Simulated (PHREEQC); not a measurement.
Make-up at 62 °C: 58 mmol/kgw AgF, 2.1 mmol/kgw KF and 0.63 mmol/kgw (CH3)4NCl. Closed to the air; pH follows from the charge balance.

Equilibrium calculation in PHREEQC: ion-association model, wateq4f.dat.

* **pH**: 7.50
* **ionic strength**: 0.0575 mol/kgw

| species | molality | activity | log γ |
|---|---|---|---|
| F- | 0.0574 | 0.0454 | -0.103 |
| Ag+ | 0.0547 | 0.0438 | -0.097 |
| AgF | 0.00265 | 0.00269 | 0.006 |
| K+ | 0.00210 | 0.00166 | -0.102 |
| (CH3)4N+ | 0.000630 | 0.000501 | -0.099 |
| AgCl | 0.000613 | 0.000621 | 0.006 |
| Cl- | 1.58e-5 | 1.25e-5 | -0.102 |
| HF | 4.33e-6 | 4.39e-6 | 0.006 |

No solid was allowed to form. Saturation is exceeded, for instance for Cerargyrite, Ag2O; the values hold only as long as no solid forms. (CH3)4N+ isn't in the database: it is added as a free cation with an ion size of 4 Å. Constants without temperature data keep their 25 °C values here.
